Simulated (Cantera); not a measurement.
An isothermal, constant-pressure homogeneous reactor starts with CH4 : H2O = 1 : 4.2 (molar parts), at 1325 K and 270 Torr.

Model: GRI-Mech 3.0 (53 species, 325 reactions), integrated in Cantera.

Problem. Predict: x(CH4) at 7.00 s; x(H2O) at 7.00 s; x(H2) at 7.00 s; x(CH2O) at 7.00 s.

Solution. 
```json
{
  "x(CH4) at 7.00 s": "0.165 (gas-phase equilibrium 1.41e-7)",
  "x(H2O) at 7.00 s": "0.789 (gas-phase equilibrium 0.400)",
  "x(H2) at 7.00 s": "0.0337 (gas-phase equilibrium 0.461)",
  "x(CH2O) at 7.00 s": "1.19e-6 (gas-phase equilibrium 7.30e-9)"
}
```
